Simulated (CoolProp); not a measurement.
Vapour-liquid equilibrium of nitrogen (1) + methane (2) at 113.8 K; x and y are mole fractions of (1).

Computed with CoolProp (multi-fluid Helmholtz-energy mixture model, Span 2000 and Setzmann 1991; pair parameters Kunz 2012).

**Question.** Give the bubble pressure and the first vapour's composition at x = 0.25, 0.35, 0.55. Is there an azeotrope?

**Answer.** x = 0.25: 0.6621 MPa, y = 0.827; x = 0.35: 0.8225 MPa, y = 0.866; x = 0.55: 1.100 MPa, y = 0.912. No azeotrope shows between x = 0.05 and 0.95.

The pair parameters rest on a limited set of measurements; away from them the model extrapolates. The gap from Raoult's law changes sign with composition, which may be real or a fault of the pair parameters; it wasn't checked against measurements.
